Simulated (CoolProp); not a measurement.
Properties of hydrogen sulfide along the isobar 30.8 bar.

The numbers come from the reference Helmholtz-energy equation of state, Lemmon 2006 in CoolProp. It is a short technical equation, of lower accuracy than the large ones.

| T (K) | phase | density (kg/m³) | cp (kJ/(kg K)) | isothermal compressibility (1/MPa) | viscosity (µPa s) | fugacity coefficient |
|---|---|---|---|---|---|---|
| 368.9 | gas | 39.40 | 1.298 | (withheld) | 15.0 | 0.8833 |
| 400.1 | gas | 34.96 | 1.228 | 0.3625 | 16.4 | 0.9103 |
| 431.4 | gas | 31.61 | 1.194 | 0.3520 | (withheld) | (withheld) |
| 462.6 | gas | 28.96 | 1.178 | 0.3451 | (withheld) | 0.9448 |
| 493.9 | gas | 26.77 | 1.172 | 0.3402 | 20.3 | 0.9561 |
| 525.2 | gas | 24.93 | 1.173 | 0.3367 | 21.5 | 0.9649 |
| 556.4 | gas | 23.35 | 1.178 | 0.3341 | 22.7 | 0.9718 |
| 587.7 | gas | 21.98 | 1.186 | 0.3320 | 23.8 | 0.9774 |
| 618.9 | gas | 20.77 | 1.196 | 0.3304 | 24.9 | 0.9819 |

Some entries are withheld; supply them.


- 368.9, isothermal compressibility (1/MPa): 0.3801
- 431.4, viscosity (µPa s): 17.8
- 431.4, fugacity coefficient: 0.9300
- 462.6, viscosity (µPa s): 19.1

Viscosity comes from a separate model (Quiñones-Cisneros 2012).
